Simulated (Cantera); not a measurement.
Feed: 1 mol FeS2, 85 mol H2, 0.86 mol N2, at 1075 K and 0.860 bar.

These are equilibrium values from Cantera (NASA tables, ideal gas, pure condensed phases), not measurements of a reactor. Candidate condensed phases: Fe, FeS, FeS2, S; 16 gas species. FeS: taken at fixed stoichiometry. Kinetics and transport are ignored.

Base state: H2 0.978, H2S 0.0116, N2 0.0100, NH3 3.05e-5 (mole fractions); condensed: FeS(s).

Question: What changes in the equilibrium state with this change: temperature from 1075 K to 2173.15 K?

Answer: 
```json
[
 {"species": "H2", "before": "0.978", "after": "0.961"},
 {"species": "H2S", "before": "0.0116", "after": "0.0147"},
 {"species": "N2", "before": "0.0100", "after": "0.00992"},
 {"species": "H", "before": "1.57e-8", "after": "0.00511"},
 {"species": "SH", "before": "3.05e-7", "after": "0.00429"},
 {"species": "Fe", "before": "<1e-9", "after": "0.00251"},
 {"species": "S", "before": "<1e-9", "after": "0.000419"},
 {"species": "S2", "before": "4.04e-8", "after": "0.00185"},
 {"species": "NH3", "before": "3.05e-5", "after": "1.24e-6"},
 {"species": "FeS(s), mol", "before": "1.00", "after": "0"},
 {"species": "Fe(l), mol", "before": "0", "after": "0.782"}
]
```

Question: What changes in the equilibrium state with this change: FeS2 replaced by Cu2O?

Answer: 
| species | before | after |
|---|---|---|
| H2 | 0.978 | 0.978 |
| H2O | 0 | 0.0116 |
| N2 | 0.0100 | 0.0100 |
| H2S | 0.0116 | 0 |
| NH3 | 3.05e-5 | 3.05e-5 |
| FeS(s), mol | 1.00 | 0 |
| Cu(s), mol | 0 | 2.00 |
Further candidate phases: Cu, CuO, Cu(OH)2, Cu2O, H2O.
